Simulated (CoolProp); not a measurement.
Saturation properties of trans-2-butene (Tc = 155.5 °C, pc = 40.19 bar, ω = 0.210).

Values from CoolProp's reference Helmholtz-energy equation of state, Lemmon 2005. It is a short technical equation, of lower accuracy than the large ones.

```csv
T (°C),p (bar),liquid density (kg/m³),enthalpy of vaporisation (kJ/kg),vapour Z,surface tension (mN/m)
-33.85,0.2151,664.0,435.5,0.9852,20.5
-29.15,0.2734,659.1,431.6,0.9825,___
-24.45,___,654.1,427.6,0.9796,19.3
-19.75,0.4281,649.1,___,0.9763,18.7
-15.05,0.5282,644.0,419.5,0.9727,18.1
-10.35,0.6462,638.9,415.4,0.9687,17.5
-5.55,0.7873,633.6,411.1,0.9642,16.9
-0.85,0.9480,628.4,406.8,0.9595,16.3
3.85,1.133,623.1,402.4,0.9543,15.7
```

Some entries are withheld; supply them.


- -29.15, surface tension (mN/m): 19.9
- -24.45, p (bar): 0.3438
- -19.75, enthalpy of vaporisation (kJ/kg): 423.6

It boils at 0.9 °C under 1 atm.

Surface tension comes from a separate correlation (Mulero 2014).
